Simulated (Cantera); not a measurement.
A Cantera script and what it prints.

```python
import numpy as np
import cantera as ct

gas_names = """
    CL CL2 H HCL H2 Si SiCL SiCL2 SiCL3 SiCL4 SiH SiHCL3 SiH2 SiH2CL2 SiH3 SiH3CL SiH4 Si2 Si3
""".split()
cond_names = """
    Si(cr) Si(L)
""".split()


# ... load() reads the species with a 1 bar reference pressure and builds the phases ...
atoms = {
    'SiHCl3': {'Si': 1, 'H': 1, 'CL': 3},
    'HCl': {'H': 1, 'CL': 1},
    'H2': {'H': 2},
}
top_T = {}  # K; cautious upper limits of use, not melting points


# ... equilibrate(T, P, feed) seeds the gas with the atoms and calls Mixture.equilibrate('TP', solver="vcs", rtol=1e-11, max_steps=5000) ...
results = []
feed = {'SiHCl3': 1, 'HCl': 0.67, 'H2': 1400}  # mol
P = 48000  # Pa
for T in [1923, 1973, 2023, 2073, 2123, 2173, 2223, 2273, 2323, 2373, 2423, 2473, 2523, 2573]:
    mix = equilibrate(T, P, feed)
    results.append((T, P, feed, dict(zip(mix.species_names, mix.species_moles))))

top = {s: max(r[3][s] / sum(r[3][g] for g in gas_names) for r in results) for s in gas_names}
cols = sorted((s for s in top if top[s] > 1e-05), key=lambda s: -top[s])[:8]
seen = [c for c in cond_names if any(r[3].get(c, 0) > 1e-12 for r in results)]
print("log10 of partial pressures in bar; condensed amounts in mol")
print(f"{'T/K':>10s}" + "".join(f"{s[:9]:>10s}" for s in cols + seen))
for T, P, feed, n in results:
    ng = sum(n[g] for g in gas_names)
    print(f"{T:10.4g}" + "".join(f"{np.log10(max(n[s] / ng * P / 1e5, 1e-99)):10.3f}" for s in cols)
          + "".join(f"{n.get(c, 0):10.4g}" for c in seen))
```

It prints:

```
log10 of partial pressures in bar; condensed amounts in mol
       T/K        H2         H       HCL        Si      SiH2       SiH        CL     SiCL2     Si(L)
      1923    -0.321    -3.186    -2.908    -4.770    -4.492    -5.018    -5.897    -5.076    0.7975
      1973    -0.321    -3.030    -2.908    -4.501    -4.362    -4.802    -5.744    -5.103    0.7023
      2023    -0.321    -2.882    -2.909    -4.245    -4.239    -4.597    -5.599    -5.129    0.5549
      2073    -0.322    -2.741    -2.909    -4.001    -4.122    -4.403    -5.460    -5.154    0.3287
      2123    -0.322    -2.606    -2.910    -3.776    -4.017    -4.224    -5.329    -5.185         0
      2173    -0.323    -2.478    -2.909    -3.731    -4.087    -4.224    -5.201    -5.381         0
      2223    -0.324    -2.356    -2.909    -3.694    -4.160    -4.230    -5.080    -5.576         0
      2273    -0.325    -2.238    -2.910    -3.665    -4.236    -4.241    -4.965    -5.769         0
      2323    -0.327    -2.126    -2.911    -3.640    -4.313    -4.256    -4.855    -5.959         0
      2373    -0.329    -2.019    -2.913    -3.620    -4.391    -4.275    -4.750    -6.145         0
      2423    -0.331    -1.917    -2.916    -3.604    -4.468    -4.295    -4.649    -6.327         0
      2473    -0.334    -1.819    -2.919    -3.591    -4.546    -4.318    -4.554    -6.505         0
      2523    -0.338    -1.725    -2.923    -3.580    -4.623    -4.342    -4.462    -6.679         0
      2573    -0.342    -1.635    -2.928    -3.571    -4.699    -4.367    -4.375    -6.849         0
```

Method: chemical equilibrium by Gibbs-energy minimisation in Cantera with the NASA 1993 tables (ideal gas, pure condensed phases). The tables' values for SiCl are old estimates; treat these amounts as uncertain. Gases not in the tables: Si2H6 and higher silanes.
